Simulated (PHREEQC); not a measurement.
Consider water at 25 °C with 0.00055 mol CaSO4, 0.0022 mol NaF and 2.1e-05 mol H4SiO4 per kg of water. Closed to the air; pH follows from the charge balance.

Equilibrium calculation in PHREEQC: ion-association model, phreeqc.dat.

### Question
The ionic strength comes out as 0.00428 mol/kgw. What activity coefficients do NaSO4-, Na+, F-, SO4-2, Ca+2 get?

### Answer
NaSO4- 0.93, Na+ 0.93, F- 0.93, SO4-2 0.76, Ca+2 0.76.

Precipitation was switched off in this run. The solution is supersaturated, for example in Fluorite, so a real one may precipitate; this is no full list. SiF6-2 is the database's only silicon fluoride.
